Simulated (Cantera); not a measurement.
Input: 1 mol B2O3, 10 mol H2, equilibrated at 1102 °C and 1.33 mbar.

Method: chemical equilibrium by Gibbs-energy minimisation in Cantera with the NASA 1993 tables (ideal gas, pure condensed phases). Candidate condensed phases: B, B2O3, B3O3H3, H2O; 23 gas species. The numbers say what is thermodynamically allowed, not how fast it happens.

Base state: H2 0.993, HBO 0.00311, HBO2 0.00290, B2O3 0.000986, H2O 0.000216, B2O2 0.000105, H 9.35e-5 (mole fractions); condensed: B2O3(l).

Q: What changes in the equilibrium state with this change: temperature from 1102 °C to 1175 °C?

A: 
```csv
species,before,after
H2,0.993,0.977
HBO2,0.00290,0.00822
HBO,0.00311,0.00787
BO,9.28e-6,5.66e-5
B2O3,0.000986,0.00539
"B2O3(l), mol",0.959,0.858
```
